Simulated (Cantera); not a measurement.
Charge: 1 mol SiH2Cl2, 0.02 mol Cl2, 340 mol H2, held at 850 K and 1.33 mbar.

These are equilibrium values from Cantera (NASA tables, ideal gas, pure condensed phases), not measurements of a reactor. Candidate condensed phases: Si; 19 gas species. The numbers say what is thermodynamically allowed, not how fast it happens.

Base state: H2 0.996, HCl 0.00360, SiCl4 0.000427, SiHCl3 0.000196, SiCl2 1.55e-5 (mole fractions); condensed: Si(s).

Problem. What changes in the equilibrium state with this change: temperature from 850 K to 1475 K?

Solution. 
```
species       before     after
----------  --------  --------
H2             0.996     0.994
HCl          0.00360   0.00575
H              <1e-9  0.000354
SiCl4       0.000427     <1e-9
SiCl2        1.55e-5  0.000105
SiHCl3      0.000196   2.23e-9
Si(s), mol     0.776     0.962
```
